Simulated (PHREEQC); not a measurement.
Solution (25 °C): 0.00195 mol/kgw K2HPO4. Closed to the air; pH follows from the charge balance.

Computed with PHREEQC (ion-association model, wateq4f.dat).

No solid was allowed to form.

Problem. Predict the pH, ionic strength.

Solution. pH 9.15; ionic strength 0.00581 mol/kgw.

Complexes and solids missing from the database can't appear. H3PO4, which wateq4f.dat lacks, is added to it with the constant of phreeqc.dat.
